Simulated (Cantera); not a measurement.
Input: 1 mol B, 6.2 mol H2O, at 13.0 mbar.

These are equilibrium values from Cantera (NASA tables, ideal gas, pure condensed phases), not measurements of a reactor. Candidate condensed phases: B, B2O3, B3O3H3, H2O; 23 gas species. Gases not in the tables: H3BO3. The numbers say what is thermodynamically allowed, not how fast it happens.

Q: Which condensed phases are stable at each of these points (T (K)): 948, 1048, 1148, 1248, 1348, 1448, 1548, 1648, 1748?

A: 
```json
[
 {"T (K)": "948", "condensed phases": "B2O3(l)", "B condensed (%)": "94.9"},
 {"T (K)": "1048", "condensed phases": "B2O3(l)", "B condensed (%)": "96.6"},
 {"T (K)": "1148", "condensed phases": "B2O3(l)", "B condensed (%)": "96.2"},
 {"T (K)": "1248", "condensed phases": "B2O3(l)", "B condensed (%)": "91.1"},
 {"T (K)": "1348", "condensed phases": "B2O3(l)", "B condensed (%)": "73.7"},
 {"T (K)": "1448", "condensed phases": "B2O3(l)", "B condensed (%)": "28.3"},
 {"T (K)": "1548", "condensed phases": "gas only", "B condensed (%)": "0.0"},
 {"T (K)": "1648", "condensed phases": "gas only", "B condensed (%)": "0.0"},
 {"T (K)": "1748", "condensed phases": "gas only", "B condensed (%)": "0.0"}
]
```

From 948 K to 1448 K the condensed part is B2O3(l). From 1548 K to 1748 K nothing is condensed.
